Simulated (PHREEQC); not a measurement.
Make-up at 80 °C: 6.3 mmol/kgw NaOH and 9.2 mmol/kgw NH4Cl. Closed to the air; pH follows from the charge balance.

Model: ion-association model, phreeqc.dat, run in PHREEQC.

No solid was allowed to form.

Predict the pH, ionic strength.

pH 8.21; ionic strength 0.00925 mol/kgw.

In which forms is N present?

NH3 68 %, NH4+ 32 % of the N.

Species that the database lacks are ignored. Constants without temperature data keep their 25 °C values here.
